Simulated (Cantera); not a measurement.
## Thermodynamics of abatement and gas-phase synthesis, feed S + O2

Input: 1 mol S, 1.2 mol O2, held at 0.0190 bar.

Cantera equilibrium calculation (NASA polynomials, part measured and part estimated; ideal gas, pure solids and liquids). Candidate condensed phases: S; 10 gas species. Kinetics and transport are ignored.

From 923 K to 1923 K nothing is condensed.

| T (K) | log p SO2 | log p O2 | log p SO3 | log p O | log p SO | log p S | log p S2O | log p S2 |
|---|---|---|---|---|---|---|---|---|
| 923 | -1.85 | -2.72 | -2.53 | -12.26 | -13.53 | <-13 | <-13 | <-13 |
| 1023 | -1.82 | -2.57 | -2.96 | -10.79 | -11.90 | <-13 | <-13 | <-13 |
| 1123 | -1.81 | -2.52 | -3.37 | -9.62 | -10.53 | <-13 | <-13 | <-13 |
| 1223 | -1.80 | -2.51 | -3.73 | -8.65 | -9.39 | <-13 | <-13 | <-13 |
| 1323 | -1.80 | -2.50 | -4.03 | -7.83 | -8.41 | <-13 | <-13 | <-13 |
| 1423 | -1.80 | -2.50 | -4.30 | -7.12 | -7.57 | -13.56 | <-13 | <-13 |
| 1523 | -1.80 | -2.50 | -4.53 | -6.51 | -6.85 | -12.16 | <-13 | <-13 |
| 1623 | -1.80 | -2.50 | -4.73 | -5.97 | -6.21 | -10.94 | -12.90 | <-13 |
| 1723 | -1.80 | -2.50 | -4.91 | -5.50 | -5.64 | -9.86 | -11.89 | -12.90 |
| 1823 | -1.80 | -2.50 | -5.06 | -5.07 | -5.14 | -8.90 | -11.00 | -11.70 |
| 1923 | -1.80 | -2.50 | -5.20 | -4.69 | -4.69 | -8.04 | -10.20 | -10.63 |
log p: log10 of the partial pressure in bar; nothing condenses.
